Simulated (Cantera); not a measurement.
A diamond (100) surface in a fixed gas of H2 with x(CH4) = 0.016, x(H) = 0.017, x(CH3) = 0.0004, 120 Torr; coverages are run to steady state.

Cantera simulation using the Harris–Goodwin 1993 mechanism for the reconstructed diamond (100) surface; the numbers are that mechanism's predictions, not measurements.

One state of this run: growth (µm/h) = 45.0; θ c6HH = 0.524; θ c6H* = 0.0256; θ c6*H = 0.420; θ c6** = 0.0158; θ c6HM = 0.00924. θ: site fractions in the mechanism's names (c6HH fully hydrogenated, c6H* and c6*H radical sites, c6** diradical, c6HM methylated).

Problem. Which value of T (K) does it belong to?
A. 1075
B. 1150
C. 1000
D. 1300

Solution. A, 1075
